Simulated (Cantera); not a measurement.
An adiabatic, constant-volume homogeneous reactor starts with H2 : O2 : N2 = 1 : 1.61 : 6.06 (molar parts), equivalence ratio 0.31, at 1098 K and 0.330 bar.

Model: the H2/O2 subset of GRI-Mech 3.0, which has no nitrogen chemistry, integrated in Cantera.

x: mole fraction; the columns are a selection and need not sum to one.

```
t (s)     T (K)  P (bar)      x H2   x O2        x OH    x H2O2         x O         x H       x HO2
--------  -----  -------  --------  -----  ----------  --------  ----------  ----------  ----------
9.00e-6    1098    0.330     0.115  0.186    5.73e-11    <1e-12    1.05e-10    5.48e-10    5.56e-10
2.16e-5    1098    0.330     0.115  0.186    2.59e-10  1.32e-12    5.42e-10     2.02e-9     1.46e-9
5.20e-5    1098    0.330     0.115  0.186  (withheld)  9.88e-12  (withheld)  (withheld)  (withheld)
0.000125   1098    0.330     0.115  0.186     4.44e-7  6.83e-10     9.67e-7     3.19e-6     5.08e-7
0.000300   1524    0.448   0.00841  0.127     0.00900   1.24e-6      0.0231      0.0244     2.30e-5
0.000721   2026    0.578   0.00182  0.132     0.00891   1.29e-7     0.00482     0.00134     4.81e-6
0.00173    2105    0.597  0.000412  0.134     0.00466   8.45e-8     0.00108    0.000134     2.90e-6
0.00416    2114    0.600  0.000278  0.134     0.00387   9.03e-8    0.000731     7.38e-5     3.02e-6
0.00999    2114    0.600  0.000277  0.134     0.00387   9.04e-8    0.000728     7.34e-5     3.02e-6
0.0240     2114    0.600  0.000277  0.134     0.00387   9.04e-8    0.000728     7.34e-5     3.02e-6
0.0577     2114    0.600  0.000277  0.134     0.00387   9.04e-8    0.000728     7.34e-5     3.02e-6
0.139      2114    0.600  0.000277  0.134     0.00387   9.04e-8    0.000728     7.34e-5     3.02e-6
0.333      2114    0.600  0.000277  0.134     0.00387   9.04e-8    0.000728     7.34e-5     3.02e-6
0.800      2114    0.600  0.000277  0.134     0.00387   9.04e-8    0.000728     7.34e-5     3.02e-6
```

Task: What belongs in the gaps?

Result: 
- 5.20e-5, x OH: 2.75e-9
- 5.20e-5, x O: 5.99e-9
- 5.20e-5, x H: 2.00e-8
- 5.20e-5, x HO2: 5.93e-9
